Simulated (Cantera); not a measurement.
Adiabatic ignition

An adiabatic, constant-volume homogeneous reactor starts with CO : H2 : CH4 : O2 : N2 : CO2 = 1 : 1.2 : 0.13 : 1.36 : 4 : 0.35 (molar parts), equivalence ratio 1.0, at 1648 K and 9.57 atm.

Detailed kinetics in Cantera: GRI-Mech 3.0 (53 species, 325 reactions). Above 3000 K some thermodynamic fits are extrapolated.

```csv
t (s),T (K),P (bar),x CO,x H2,x CH4,x CH2O,x NO2,x CH3,x H
3.00e-6,3133,17.2,0.0908,0.0168,<1e-12,9.70e-9,6.31e-7,1.44e-12,0.00949
1.47e-5,3184,17.4,0.0868,0.0161,<1e-12,9.90e-9,6.37e-6,1.73e-12,0.00825
7.24e-5,3168,17.3,0.0873,0.0163,<1e-12,1.01e-8,1.52e-5,1.78e-12,0.00798
0.000356,3167,17.3,0.0874,0.0164,<1e-12,1.01e-8,1.60e-5,1.79e-12,0.00795
0.00175,3167,17.3,0.0874,0.0164,<1e-12,1.01e-8,1.60e-5,1.79e-12,0.00795
0.00858,3167,17.3,0.0874,0.0164,<1e-12,1.01e-8,1.60e-5,1.79e-12,0.00795
0.0422,3167,17.3,0.0874,0.0164,<1e-12,1.01e-8,1.60e-5,1.79e-12,0.00795
0.207,3167,17.3,0.0874,0.0164,<1e-12,1.01e-8,1.60e-5,1.79e-12,0.00795
1.02,3167,17.3,0.0874,0.0164,<1e-12,1.01e-8,1.60e-5,1.79e-12,0.00795
5.00,3167,17.3,0.0874,0.0164,<1e-12,1.01e-8,1.60e-5,1.79e-12,0.00795
```
x: mole fraction; the columns are a selection and need not sum to one.

```yaml
time_of_steepest_temperature_rise: 1.31 µs
temperature at 5.00 s: 3167 K
equilibrium_temperature: 3167 K
x(CO) at 5.00 s: 0.0874 (gas-phase equilibrium 0.0874)
x(H2) at 5.00 s: 0.0164 (gas-phase equilibrium 0.0164)
x(CH4) at 5.00 s: <1e-12 (gas-phase equilibrium <1e-12)
```
